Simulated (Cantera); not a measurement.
A perfectly stirred reactor is fed with 24.8 % H₂, 8.84 % O₂, 66.4 % N₂, at 1.00 atm; it is adiabatic with a 498 K inlet, and is followed from long to short residence time, starting on the burning branch (τ in s: 0.17, 0.076, 0.034, 0.016, 0.007, 0.0032, 0.0014, 0.00064, 0.00029, 0.00013, 5.9e-05).

Model: the H2/O2 subset of GRI-Mech 3.0, which has no nitrogen chemistry, integrated in Cantera.

One state of this run: T (K) = 1818; x H₂ = 0.0760; x O₂ = 9.95e-5; x H₂O₂ = 2.38e-8; x H₂O = 0.193; x H = 0.00422. x: mole fraction; the columns are a selection and need not sum to one.

Task: Which value of τ (s) does it belong to?
(A) 0.17
(B) 0.00029
(C) 0.034
(D) 0.076

Result: C, 0.034
